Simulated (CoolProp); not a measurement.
R125 along the isotherm 395.8 K: density (kg/m³) from the reference equation and from simpler models built on Tc = 339.2 K, pc = 3.618 MPa, ω = 0.305; each cubic takes its own stable root.

The numbers come from the reference Helmholtz-energy equation of state, Lemmon 2005 in CoolProp.

```
p (MPa)          phase  reference
-------  -------------  ---------
0.754              gas      28.71
1.51               gas      60.24
2.26               gas      94.81
3.02               gas      134.0
3.77     supercritical      177.7
4.52     supercritical      227.7
5.28     supercritical      286.1
6.03     supercritical      351.7
6.78     supercritical      423.6
7.54     supercritical      498.4
8.29     supercritical      568.1
9.05     supercritical      630.2
```

How far does each simpler model (ideal gas, Redlich-Kwong, Soave-Redlich-Kwong, Peng-Robinson) lie from the reference over these 12 states: mean and median of the absolute difference, and the worst?


- ideal gas: mean 28.7 %, median 30.2 %, worst -47.6 % at 395.8 K and 9.05 MPa
- Redlich-Kwong: mean 3.3 %, median 2.8 %, worst +6.9 % at 395.8 K and 6.03 MPa
- Soave-Redlich-Kwong: mean 4.5 %, median 3.0 %, worst -11.9 % at 395.8 K and 9.05 MPa
- Peng-Robinson: mean 2.2 %, median 1.9 %, worst -5.7 % at 395.8 K and 9.05 MPa
